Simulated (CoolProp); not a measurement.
A single-stage vapour-compression cycle with R114: evaporating at 307.15 K (dew point), condensing at 340.15 K (bubble point), superheat 0 K, subcooling 2 K, compressor efficiency 0.65, no pressure losses. Each further row changes one setting.

Computed with CoolProp (reference Helmholtz-energy equation of state, Platzer 1990). This equation is an older, rougher fit; its heat capacities, sound speeds and derivatives of the liquid may be far off and weren't checked against measurements.

| case | cooling COP | pressure ratio | discharge temperature (K) | refrigerating effect (kJ/kg) | volumetric capacity (kJ/m³) |
|---|---|---|---|---|---|
| as stated | 5.03 | 2.43 | 340.1 | 92.3 | 1910 |
| evaporating temperature 312.15 K | ___ | ___ | 340.1 | 95.3 | 2280 |
| condensing temperature 335.15 K | ___ | 2.15 | 335.1 | 97.6 | 2020 |
| subcooling 7 K | 5.32 | 2.43 | 340.1 | 97.6 | 2020 |
| superheat 10 K | 5.15 | 2.43 | ___ | 99.7 | 1980 |
| compressor efficiency 0.55 | 4.26 | 2.43 | ___ | 92.3 | 1910 |

**Question.** Fill in the missing entries.

**Answer.** 
- evaporating temperature 312.15 K, cooling COP: 6.20
- evaporating temperature 312.15 K, pressure ratio: 2.09
- condensing temperature 335.15 K, cooling COP: 6.15
- superheat 10 K, discharge temperature (K): 349.7
- compressor efficiency 0.55, discharge temperature (K): 343.5

The compression ends wet for: as stated; evaporating temperature 312.15 K; condensing temperature 335.15 K; subcooling 7 K.
